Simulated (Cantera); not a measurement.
# Ignition delay

Mixture: 3.91 % CH4, 0.375 % H2, 10.9 % O2, 84.8 % N2, equivalence ratio 0.73, at 100000 Pa, adiabatic and at constant pressure. Ignition delay is the time to a rise of 400 K.

Computed with Cantera and GRI-Mech 3.0 (53 species, 325 reactions).

```tsv
T0 (K)	delay (ms)
1050	169
1100	96.1
1150	53.8
1200	29.9
1250	16.7
1300	9.45
```

```yaml
apparent activation energy between 1200 and 1300 K: 150 kJ/mol
```
